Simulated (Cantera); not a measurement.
Mixture: CH₄ : C₂H₆ : O₂ : N₂ : H₂O = 1 : 0.095 : 4.49 : 15.3 : 0.96 (molar parts), at 36.0 bar, adiabatic and at constant pressure. Ignition delay is the time to a rise of 400 K.

Computed with Cantera and GRI-Mech 3.0 (53 species, 325 reactions). The pressure lies above the range GRI-Mech 3.0 was tuned for (to about 10 atm).

Question: What does this change do: pressure from 36.0 bar to 1.00 bar?

Answer: 
```
quantity                                                before       after
--------------------------------------------------  ----------  ----------
delay at 1175 K                                       0.688 ms     6.32 ms
delay at 1375 K                                        69.3 µs    0.718 ms
delay at 1575 K                                        12.1 µs    0.129 ms
delay at 1775 K                                        3.09 µs     38.4 µs
delay at 1975 K                                        1.05 µs     17.2 µs
apparent activation energy between 1775 and 1975 K  160 kJ/mol  120 kJ/mol
```
